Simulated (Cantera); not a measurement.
A closed system holds: 1 mol PbO, 1.5 mol CO, 0.22 mol N2, equilibrated at 1275 °C and 0.0133 bar.

Equilibrium computed with Cantera from the NASA thermochemical tables; the gas is ideal and each condensed phase is pure. Candidate condensed phases: C, Pb, PbO, PbO2, Pb3O4; 27 gas species. The numbers say what is thermodynamically allowed, not how fast it happens.

Base state: CO2 0.367, Pb 0.367, CO 0.185, N2 0.0809, PbO 0.00106, Pb2 2.62e-5 (mole fractions); condensed: gas only.

Problem. What changes in the equilibrium state with this change: pressure from 0.0133 bar to 0.320 bar?

Solution. 
```csv
species,before,after
CO2,0.367,0.511
CO,0.185,0.256
Pb,0.367,0.120
N2,0.0809,0.112
PbO,0.00106,0.000349
Pb2,2.62e-5,6.78e-5
"Pb(l), mol",0,0.764
```
Gases not in the tables: (PbO)n polymers.
